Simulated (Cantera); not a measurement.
A freely propagating, adiabatic, planar premixed flame of H2 : O2 : N2 : H2O = 1 : 0.278 : 1.04 : 0.68 (molar parts), equivalence ratio 1.8, unburnt at 723 K and 1.01 bar; mixture-averaged transport, grid criteria slope 0.08 and curve 0.16, no radiation.

Model: the H2/O2 subset of GRI-Mech 3.0, which has no nitrogen chemistry, integrated in Cantera. Burning velocities carry a grid error of a few per cent, more on coarse grids.

x: mole fraction of selected species; z is measured from the peak of heat release.

```csv
z (mm),T (K),u (m/s),x H2,x O2,x H2O,x OH,x O,x H2O2
-1.27,723,8.51,0.334,0.0927,0.227,<1e-8,<1e-8,<1e-8
-0.849,723,8.51,0.334,0.0927,0.227,<1e-8,<1e-8,<1e-8
-0.637,723,8.51,0.334,0.0927,0.227,<1e-8,<1e-8,<1e-8
-0.424,723,8.51,0.333,0.0928,0.227,<1e-8,1.23e-8,1.08e-8
-0.212,749,8.76,0.327,0.0925,0.230,___,1.45e-5,5.86e-6
-0.106,921,10.6,0.300,0.0862,0.253,___,0.000255,1.25e-5
0,1230,13.8,0.236,0.0604,0.313,___,0.00170,4.10e-6
0.106,1457,16.2,0.174,0.0252,0.383,___,0.00261,2.46e-6
0.212,1570,17.3,0.150,0.00899,0.415,___,0.00217,1.85e-6
0.424,1675,18.4,0.144,0.00261,0.430,0.00620,0.00154,1.16e-6
0.849,1772,19.3,0.148,0.00131,0.437,0.00577,0.000972,6.24e-7
1.70,1856,20.1,0.152,0.000670,0.443,___,0.000506,3.13e-7
3.39,1919,20.6,0.156,0.000288,0.447,___,0.000220,1.50e-7
```

Question: Complete the blanks.

Answer: 
- -0.212, x OH: 6.01e-5
- -0.106, x OH: 0.000526
- 0, x OH: 0.00172
- 0.106, x OH: 0.00407
- 0.212, x OH: 0.00554
- 1.70, x OH: 0.00468
- 3.39, x OH: 0.00334
